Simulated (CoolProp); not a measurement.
Saturation properties of n-octane (Tc = 295.6 °C, pc = 2.484 MPa, ω = 0.398).

The numbers come from the reference Helmholtz-energy equation of state, Beckmüller 2019 in CoolProp.

```json
[
 {"T (°C)": "-6.25", "p (MPa)": "0.0002497", "liquid density (kg/m³)": "723.5", "vapour Z": "0.9994"},
 {"T (°C)": "8.25", "p (MPa)": "0.0006805", "liquid density (kg/m³)": "712.0", "vapour Z": "0.9987"},
 {"T (°C)": "22.65", "p (MPa)": "0.001639", "liquid density (kg/m³)": "700.4", "vapour Z": "(withheld)"},
 {"T (°C)": "37.15", "p (MPa)": "(withheld)", "liquid density (kg/m³)": "688.6", "vapour Z": "(withheld)"},
 {"T (°C)": "51.65", "p (MPa)": "0.007248", "liquid density (kg/m³)": "676.6", "vapour Z": "0.9916"},
 {"T (°C)": "66.15", "p (MPa)": "0.01358", "liquid density (kg/m³)": "664.4", "vapour Z": "(withheld)"},
 {"T (°C)": "80.55", "p (MPa)": "0.02383", "liquid density (kg/m³)": "652.1", "vapour Z": "0.9798"},
 {"T (°C)": "95.05", "p (MPa)": "0.03978", "liquid density (kg/m³)": "639.4", "vapour Z": "0.9709"},
 {"T (°C)": "109.55", "p (MPa)": "0.06336", "liquid density (kg/m³)": "626.2", "vapour Z": "0.9595"},
 {"T (°C)": "124.05", "p (MPa)": "0.09692", "liquid density (kg/m³)": "612.7", "vapour Z": "0.9454"},
 {"T (°C)": "138.55", "p (MPa)": "(withheld)", "liquid density (kg/m³)": "598.7", "vapour Z": "(withheld)"},
 {"T (°C)": "152.95", "p (MPa)": "0.2043", "liquid density (kg/m³)": "584.1", "vapour Z": "0.9084"}
]
```

Task: Some entries are withheld; supply them.

Result: 
- 22.65, vapour Z: 0.9973
- 37.15, p (MPa): 0.003596
- 37.15, vapour Z: 0.9951
- 66.15, vapour Z: 0.9866
- 138.55, p (MPa): 0.1431
- 138.55, vapour Z: 0.9284

It boils at 125.6 °C under 1 atm.
